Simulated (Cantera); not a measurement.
A closed system holds: 1 mol Si2H6, 0.76 mol O2, 0.26 mol H2, held at 750 K and 7.13 Torr.

These are equilibrium values from Cantera (NASA tables, ideal gas, pure condensed phases), not measurements of a reactor. Candidate condensed phases: H2O, Si, SiO2; 18 gas species. The feed counts by its element totals alone. Equilibrium is a limit: real reactors are often held back by kinetics, nucleation or transport.

Base state: H2 1.00 (mole fractions); condensed: Si(s) + SiO2(α-quartz).

What changes in the equilibrium state with this change: Si2H6 replaced by SiCl4?


```csv
species,before,after
Cl2,0,0.624
HCl,0,0.257
SiCl4,0,0.119
H2,1.00,<1e-9
Cl,0,2.20e-5
"Si(s), mol",1.24,0
"SiO2(α-quartz), mol",0.760,0.760
```
